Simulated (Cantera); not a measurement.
A closed system holds: 1 mol TEOS, 4.4 mol NO, 84 mol H₂, at 3.90 mbar.

Cantera equilibrium calculation (NASA polynomials, part measured and part estimated; ideal gas, pure solids and liquids). Candidate condensed phases: C, C₆H₆, C₇H₈, C₈H₁₈, H₂O, Si, SiC, SiO₂, Si₂N₂O, Si₃N₄; 151 gas species. The feed counts by its element totals alone. Equilibrium is a limit: real reactors are often held back by kinetics, nucleation or transport. All values below are at 277 °C.

Base state: H₂ 0.812, CH₄ 0.0906, H₂O 0.0725, N₂ 0.0249, NH₃ 4.75e-5, CO₂ 4.15e-5 (mole fractions); condensed: SiO₂(α-quartz).

What changes in the equilibrium state with this change: H₂ from 84 to 4.1 mol?


```tsv
species	before	after
H₂	0.812	0.315
H₂O	0.0725	0.310
CH₄	0.0906	0.164
N₂	0.0249	0.149
CO₂	4.15e-5	0.0607
CO	8.07e-6	0.00107
NH₃	4.75e-5	2.81e-5
SiO₂(α-quartz), mol	1.00	1.00
C(graphite), mol	0	4.66
```
